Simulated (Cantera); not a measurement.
## Boron, boron nitride and boron oxide: B₂O₃ + O₂ + N₂ + H₂O

Feed: 1 mol B₂O₃, 0.77 mol O₂, 0.15 mol N₂, a varied amount of H₂O, at 1173 K and 0.100 bar.

Method: chemical equilibrium by Gibbs-energy minimisation in Cantera with the NASA 1993 tables (ideal gas, pure condensed phases). Candidate condensed phases: B, BN, B₂O₃, B₃O₃H₃, H₂O; 39 gas species. Gases not in the tables: H₃BO₃. Equilibrium is a limit: real reactors are often held back by kinetics, nucleation or transport.

```
n(H₂O) (mol)  x H₂O    x O₂     x N₂  x (HBO₂)₃  n B₂O₃(l)
------------  -----  ------  -------  ---------  ---------
0.8           0.463   0.448   0.0872    0.00129      0.996
2.8           0.748   0.207   0.0403    0.00265      0.982
4.8           0.834   0.135   0.0262    0.00312      0.969
6.7           0.874   0.101   0.0197    0.00335      0.955
8.7           0.899  0.0801   0.0156    0.00349      0.942
11            0.917  0.0647   0.0126    0.00360      0.926
13            0.928  0.0554   0.0108    0.00366      0.912
15            0.937  0.0484  0.00943    0.00371      0.898
17            0.943  0.0430  0.00838    0.00375      0.884
19            0.948  0.0387  0.00753    0.00378      0.870
```
x: gas mole fraction; n: condensed amount in mol.

From 0.8 mol H₂O to 19 mol H₂O the condensed part is B₂O₃(l). The share of B in condensed phases is highest at 0.8 mol H₂O (99.6 %) and lowest at 19 mol H₂O (87.0 %).
